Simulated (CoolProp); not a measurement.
The numbers come from the reference Helmholtz-energy equation of state, Lemmon 2006 in CoolProp. It is a short technical equation, of lower accuracy than the large ones.

Question: Give the vapour pressure (MPa), vapour density (kg/m³), liquid cp (kJ/(kg K)), liquid viscosity (µPa s) of saturated hydrogen sulfide at 274, 278.3 K.

Answer: 
```json
[
 {"T (K)": "274", "p (MPa)": "1.06", "vapour density (kg/m³)": "17.9", "liquid cp (kJ/(kg K))": "2.10", "liquid viscosity (µPa s)": "154"},
 {"T (K)": "278.3", "p (MPa)": "1.20", "vapour density (kg/m³)": "20.2", "liquid cp (kJ/(kg K))": "2.12", "liquid viscosity (µPa s)": "149"}
]
```

Viscosity comes from a separate model (Quiñones-Cisneros 2012).
